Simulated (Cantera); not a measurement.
What does this Cantera script print?

```python
import numpy as np
import cantera as ct

gas_names = """
    Br Br2 H HBr HO2 H2 H2O H2O2 O OH O2 O3 Si SiBr SiBr2 SiBr3 SiBr4 SiH SiHBr3 SiH2 SiH2Br2 SiH3
    SiH3Br SiH4 SiO SiO2 Si2 Si3
""".split()
cond_names = """
    Br2(cr) Br2(L) H2O(s) H2O(L) Si(cr) Si(L) SiO2(Lqz) SiO2(hqz) SiO2(L)
""".split()


# ... load() reads the species with a 1 bar reference pressure and builds the phases ...
atoms = {
    'SiO2': {'Si': 1, 'O': 2},
    'HBr': {'H': 1, 'Br': 1},
}
top_T = {}  # K; cautious upper limits of use, not melting points


# ... equilibrate(T, P, feed) seeds the gas with the atoms and calls Mixture.equilibrate('TP', solver="vcs", rtol=1e-11, max_steps=5000) ...
results = []
feed = {'SiO2': 1, 'HBr': 7.3}  # mol
T = 1823  # K
P = 1000  # Pa
mix = equilibrate(T, P, feed)
results.append((T, P, feed, dict(zip(mix.species_names, mix.species_moles))))
x = sorted(zip(gas.X, gas.species_names), reverse=True)
print(f"T = {T:g} K  P = {P:g} Pa  gas = {mix.phase_moles(0):.4g} mol")
print("   x: " + "  ".join(f"{s} {v:.3e}" for v, s in x if v > 0.001))
print("   condensed (mol): " + ("  ".join(f"{mix.phase(i).name} {mix.phase_moles(i):.4g}"
      for i in range(1, mix.n_phases) if mix.phase_moles(i) > 1e-12) or "none"))
```

It prints:

```
T = 1823 K  P = 1000 Pa  gas = 8.49 mol
   x: HBr 5.932e-01  Br 2.657e-01  H2 1.260e-01  H2O 6.567e-03  SiO 6.553e-03  H 1.538e-03
   condensed (mol): SiO2(L) 0.9443
```

Equilibrium computed with Cantera from the NASA thermochemical tables; the gas is ideal and each condensed phase is pure. The tables hold silica as quartz up to 1696 K and as liquid above; real silica turns to tridymite and cristobalite and melts near 1996 K.
